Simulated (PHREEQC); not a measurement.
Ultrapure water in contact with air or piping: an equilibrium model

Model water analysis in mg/L, 30 °C, pH 5.93, pe 9.1:

```
constituent                  mg/L
-----------------------  --------
Na                        0.00138
K                        0.000698
Ca                        0.00927
Mg                         0.0448
Cl                         0.0801
S(6) as SO4                0.0139
Alkalinity as HCO3          0.104
B                        8.87e-06
Br                       8.33e-05
O(0) (dissolved oxygen)  0.000204
Li                       2.47e-05
Zn                       4.48e-05
Ba                       6.68e-05
```

Cl is adjusted to close the charge balance.
Valence states are taken as typed.

Computed with PHREEQC (ion-association model, phreeqc.dat).

This is a speciation only: nothing precipitates in the calculation.

### Question
What ionic strength does the model give?

### Answer
ionic strength 7.63e-6 mol/kgw.

### Question
In which forms is C present?

### Answer
CO2 71 %, HCO3- 29 % of the C.
